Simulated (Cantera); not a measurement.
A closed system holds: 1 mol Si, a varied amount of H2O, 200 mol N2, held at 1475 K and 0.00740 bar.

Method: chemical equilibrium by Gibbs-energy minimisation in Cantera with the NASA 1993 tables (ideal gas, pure condensed phases). Candidate condensed phases: H2O, Si, SiO2, Si2N2O, Si3N4; 35 gas species. N2 is the only nitrogen source here; it is nearly inert below about 1500 K, so the nitride shown seldom forms there in practice. Mutual solubility and eutectic melting of coexisting phases are not modelled. The tables hold silica as quartz up to 1696 K and as liquid above; real silica turns to tridymite and cristobalite and melts near 1996 K. The numbers say what is thermodynamically allowed, not how fast it happens.

Which condensed phases are stable at each of these points (n(H2O) (mol)): 0.082, 0.16, 0.29, 0.56, 1.1, 2, 3.8?


```csv
n(H2O) (mol),condensed phases,Si condensed (%)
0.082,Si2N2O(s) + Si3N4(s),99.8
0.16,Si2N2O(s) + Si3N4(s),99.8
0.29,Si2N2O(s) + Si3N4(s),99.8
0.56,Si2N2O(s),88.0
1.1,SiO2(β-quartz) + Si2N2O(s),84.3
2,SiO2(β-quartz),99.3
3.8,SiO2(β-quartz),100.0
```

From 0.082 mol H2O to 0.29 mol H2O the condensed part is Si2N2O(s) + Si3N4(s). At 0.56 mol H2O the condensed part is Si2N2O(s). At 1.1 mol H2O the condensed part is SiO2(β-quartz) + Si2N2O(s). From 2 mol H2O to 3.8 mol H2O the condensed part is SiO2(β-quartz).
